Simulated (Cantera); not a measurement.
A freely propagating, adiabatic, planar premixed flame of H2 : O2 : N2 : H2O = 1 : 0.417 : 1.13 : 0.081 (molar parts), unburnt at 675 K and 0.276 atm; mixture-averaged transport, grid criteria slope 0.08 and curve 0.16, no radiation.

Model: the H2/O2 subset of GRI-Mech 3.0, which has no nitrogen chemistry, integrated in Cantera. Burning velocities carry a grid error of a few per cent, more on coarse grids.

Predict: laminar burning velocity; thermal thickness; peak x(OH); peak x(HO2); peak x(H2O2).

laminar burning velocity: 1070 cm/s
thermal thickness: 2.29 mm
peak x(OH): 0.0255
peak x(HO2): 0.000104
peak x(H2O2): 1.90e-6
